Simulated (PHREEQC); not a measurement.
0.027 g of hydrous ferric oxide (600 m²/g; 0.2 weak and 0.005 strong sites per Fe, Dzombak-Morel constants, diffuse double layer) in 1 kg of water with 0.005 mol/kgw of an inert sodium salt and 2.2e-05 mol MnCl2, at 25 °C; the pH is set by adding NaOH or the inert anion's acid. The system is closed to oxygen. The system is closed to CO2. Precipitation was switched off in this run.

The series has 13 steps of pH, from 3 to 9.

Model: ion-association model, wateq4f.dat, run in PHREEQC.

Task: Near which pH is half of the Mn sorbed, and on which side is more sorbed?

Result: Near pH 8.2, with more sorbed at higher pH.

Task: At which pH does the surface charge pass through zero?

Result: Near pH 8.8.

Complexes and solids missing from the database can't appear. The oxide is taken as insoluble; below pH 4 it would dissolve.
